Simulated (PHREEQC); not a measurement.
Solution (25 °C): 8.1 mmol/kgw Pb(NO3)2 and 14 mmol/kgw HNO3. Closed to the air; pH follows from the charge balance.

Equilibrium calculation in PHREEQC: ion-association model, phreeqc.dat.

Each row changes one thing in this solution. No solid was allowed to form.

```
case                                      pH  ionic strength (mol/kgw)  NO3- (mol/kgw)  Pb+2 (mol/kgw)  PbNO3+ (mol/kgw)  PbOH+ (mol/kgw)  SI of Pb(OH)2 (Pb(OH)2)
--------------------------------------  ----  ------------------------  --------------  --------------  ----------------  ---------------  -----------------------
as made                                 1.92                    0.0355          0.0288         0.00670           0.00140          6.38e-9                    -6.80
HNO3 from 0.014 to 0.0154 mol/kgw       1.88                    0.0368          0.0301         0.00665           0.00145          5.73e-9                    -6.88
temperature from 25 to 30 °C            1.92                    0.0355          0.0288         0.00670           0.00140              ___                    -6.63
Pb(NO3)2 from 0.0081 to 0.0121 mol/kgw  1.92                    0.0456          0.0358             ___           0.00237          8.92e-9                    -6.65
diluted 5-fold with water                ___                   0.00747         0.00595             ___               ___          8.78e-9                    -5.95
```

What belongs in the gaps?


- temperature from 25 to 30 °C, PbOH+ (mol/kgw): 6.36e-9
- Pb(NO3)2 from 0.0081 to 0.0121 mol/kgw, Pb+2 (mol/kgw): 0.00973
- diluted 5-fold with water, pH: 2.59
- diluted 5-fold with water, Pb+2 (mol/kgw): 0.00153
- diluted 5-fold with water, PbNO3+ (mol/kgw): 9.31e-5

Species that the database lacks are ignored.
